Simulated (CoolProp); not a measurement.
Water at 327.55 K and 0.244 MPa is throttled through a valve to 0.0264 MPa with no heat exchange. Each further row changes one setting.

Values from CoolProp's reference Helmholtz-energy equation of state, Wagner 2002.

```
case                         temperature change (K)  final phase  final density (kg/m³)
---------------------------  ----------------------  -----------  ---------------------
as stated                                      +0.0       liquid                    986
outlet pressure 0.00792 MPa                     [?]          [?]                    [?]
outlet pressure 0.0343 MPa                     +0.0       liquid                    986
```

Question: Fill in the missing entries.

Answer: 
- outlet pressure 0.00792 MPa, temperature change (K): -13.1
- outlet pressure 0.00792 MPa, final phase: two-phase, vapour fraction 0.023
- outlet pressure 0.00792 MPa, final density (kg/m³): 2.39
